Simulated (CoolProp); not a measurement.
Saturated liquid density (kg/m³) of isopentane: the reference equation beside estimates from Tc = 187.2 °C, pc = 33.78 bar, ω = 0.227. Rackett uses Z = 0.29056 − 0.08775 ω.

The numbers come from the reference Helmholtz-energy equation of state, Lemmon 2006 in CoolProp. It is a short technical equation, of lower accuracy than the large ones.

```
T (°C)  reference  Rackett  van der Waals  Redlich-Kwong
------  ---------  -------  -------------  -------------
12.85       627.2    633.6          386.7          567.8
27.65       612.3    618.1          377.6          551.9
42.35       596.9    602.0          368.0          535.1
57.05       580.8    585.2          357.9          517.0
71.85       563.7    567.4          347.0          497.6
86.55       545.7    548.7          335.4          476.7
101.35      526.1    528.4          322.7          453.9
116.05      504.8    506.6          309.0          429.1
130.75      480.9    482.3          293.6          401.5
145.55      453.1    454.3          275.9          369.8
```

Absolute difference from the reference over all 10 rows, mean and median: Rackett 0.6 and 0.6 %, van der Waals 38.6 and 38.5 %, Redlich-Kwong 12.9 and 12.2 %.
